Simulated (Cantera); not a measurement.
Input: 1 mol HMDSO, 0.17 mol CO2, 8.6 mol H2, at 10.0 mbar.

Cantera equilibrium calculation (NASA polynomials, part measured and part estimated; ideal gas, pure solids and liquids). Candidate condensed phases: C, C6H6, C7H8, C8H18, H2O, Si, SiC, SiO2; 123 gas species. The feed counts by its element totals alone. Equilibrium is a limit: real reactors are often held back by kinetics, nucleation or transport.

Problem. At 1327 °C, list the 6 most abundant gas species with their mole fractions, and the condensed phases.

Solution. H2 0.929, CO 0.0705, H 0.000524, SiO 0.000205, C2H2 (acetylene) 2.55e-5, CH4 1.41e-5. Condensed: C(graphite) + SiC(s).
